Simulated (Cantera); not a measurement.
A closed system holds: 1 mol SiO2, 2.2 mol CO, held at 7.40 mbar.

These are equilibrium values from Cantera (NASA tables, ideal gas, pure condensed phases), not measurements of a reactor. Candidate condensed phases: C, Si, SiC, SiO2; 20 gas species. The tables hold silica as quartz up to 1696 K and as liquid above; real silica turns to tridymite and cristobalite and melts near 1996 K. Equilibrium is a limit: real reactors are often held back by kinetics, nucleation or transport.

Q: Which condensed phases are stable at each of these points (T (K)): 1750, 1775, 1800, 1825, 1850, 1875, 1900, 1925, 1950, 1975, 2000, 2025?

A: 
```csv
T (K),condensed phases,Si condensed (%)
1750,SiO2(condensed),98.8
1775,SiO2(condensed),98.5
1800,SiO2(condensed),98.1
1825,SiO2(condensed),97.6
1850,SiO2(condensed),97.0
1875,SiO2(condensed),96.2
1900,SiO2(condensed),95.4
1925,SiO2(condensed),94.3
1950,SiO2(condensed),93.1
1975,SiO2(condensed),91.6
2000,SiO2(l),89.9
2025,SiO2(l),87.8
```

From 1750 K to 1975 K the condensed part is SiO2(condensed). From 2000 K to 2025 K the condensed part is SiO2(l).
